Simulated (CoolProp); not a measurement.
The fluid at 479.74 K and 13.7 MPa expands adiabatically to 1.36 MPa with isentropic efficiency 0.7. The same conditions are run with several fluids, on thermodynamics alone (safety and materials aside).

Computed with CoolProp (reference Helmholtz-energy equation of state of each fluid (propylene: Lemmon 2013; hydrogen chloride: Thol 2018; n-pentane: Thol 2019; R143a: Lemmon and Jacobsen 2000; propane: Lemmon 2009)).

| fluid | work (kJ/kg) | final temperature (K) | final phase | final density (kg/m³) |
|---|---|---|---|---|
| propylene | … | 365.1 | gas | 21.2 |
| hydrogen chloride | … | 288.3 | gas | … |
| n-pentane | … | 414.3 | two-phase, vapour fraction 0.686 | 55.1 |
| R143a | … | 381.1 | gas | 40.1 |
| propane | … | 375.5 | gas | 21.6 |

Q: Complete the blanks.

A: 
- propylene, work (kJ/kg): 96.0
- hydrogen chloride, work (kJ/kg): 106
- hydrogen chloride, final density (kg/m³): 22.9
- n-pentane, work (kJ/kg): 27.0
- R143a, work (kJ/kg): 51.5
- propane, work (kJ/kg): 91.4
